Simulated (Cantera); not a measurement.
A closed system holds: 1 mol Si, 0.033 mol CO₂, 5.2 mol H₂, held at 1 atm.

These are equilibrium values from Cantera (NASA tables, ideal gas, pure condensed phases), not measurements of a reactor. Candidate condensed phases: C, C₆H₆, C₇H₈, C₈H₁₈, H₂O, Si, SiC, SiO₂; 123 gas species. Mutual solubility and eutectic melting of coexisting phases are not modelled. The tables hold silica as quartz up to 1696 K and as liquid above; real silica turns to tridymite and cristobalite and melts near 1996 K. Rates play no part.

**Question.** At 1100 °C, list the 3 most abundant gas species with their mole fractions, and the condensed phases.

**Answer.** H₂ 1.000, SiO 4.06e-5, CH₄ 2.16e-5. Condensed: Si(s) + SiC(s) + SiO₂(β-quartz).
